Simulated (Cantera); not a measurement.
Feed: 1 mol CuO, 4.8 mol F2, 3.8 mol O2, held at 1600 °C and 10.0 mbar.

These are equilibrium values from Cantera (NASA tables, ideal gas, pure condensed phases), not measurements of a reactor. Candidate condensed phases: Cu, CuF2, CuO, Cu2O; 13 gas species. Kinetics and transport are ignored.

Base state: F 0.594, O2 0.328, CuF2 0.0636, CuF 0.0129, O 0.00135, F2 3.27e-5, FO 1.51e-5 (mole fractions); condensed: gas only.

Question: What changes in the equilibrium state with this change: F2 from 4.8 to 1.9 mol?

Answer: 
```
species   before    after
-------  -------  -------
O2         0.328    0.580
F          0.594    0.283
CuF2      0.0636   0.0948
CuF       0.0129   0.0403
F2       3.27e-5  7.43e-6
FO       1.51e-5  9.60e-6
```

Question: What changes in the equilibrium state with this change: CuO replaced by CaO?

Answer: 
```csv
species,before,after
F,0.594,0.589
O2,0.328,0.332
CaF2,0,0.0775
CuF2,0.0636,0
CuF,0.0129,0
F2,3.27e-5,3.21e-5
O,0.00135,0.00136
FO,1.51e-5,1.51e-5
```
Further candidate phases: Ca, CaF2, CaO.
